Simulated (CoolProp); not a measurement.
Computed with CoolProp (reference Helmholtz-energy equation of state, Lemmon 2006). It is a short technical equation, of lower accuracy than the large ones.

Q: For C2F6 (R116), give the phase and the Z, cv (kJ/(kg K)), speed of sound (m/s), isothermal compressibility (1/MPa) at 270.5 K and 8.13 MPa.

A: 
- 270.5 K and 8.13 MPa: liquid; Z 0.386, cv 0.733, speed of sound 337, isothermal compressibility 0.0104
